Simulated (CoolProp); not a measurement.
Propylene along the isobar 5.1 MPa: Z from the reference equation and from simpler models built on Tc = 91.1 °C, pc = 4.555 MPa, ω = 0.146; each cubic takes its own stable root.

Model: reference Helmholtz-energy equation of state, Lemmon 2013, in CoolProp.

| T (°C) | phase | reference |
|---|---|---|
| 21.75 | liquid | 0.1672 |
| 42.35 | liquid | 0.1673 |
| 62.85 | liquid | 0.1719 |
| 83.45 | liquid | 0.1885 |
| 103.95 | supercritical | 0.4744 |
| 124.45 | supercritical | 0.6366 |
| 145.05 | supercritical | 0.7181 |
| 165.55 | supercritical | 0.7725 |
| 186.15 | supercritical | 0.8128 |
| 206.65 | supercritical | 0.8438 |
| 227.25 | supercritical | 0.8687 |
| 247.75 | supercritical | 0.8890 |
| 268.35 | supercritical | 0.9059 |
| 288.85 | supercritical | 0.9200 |

Q: How far does each simpler model (van der Waals, Peng-Robinson) lie from the reference over these 14 states: mean and median of the absolute difference, and the worst?

A: 
- van der Waals: mean 17.1 %, median 3.3 %, worst +53.5 % at 21.75 °C and 5.1 MPa
- Peng-Robinson: mean 2.3 %, median 2.1 %, worst +6.8 % at 83.45 °C and 5.1 MPa
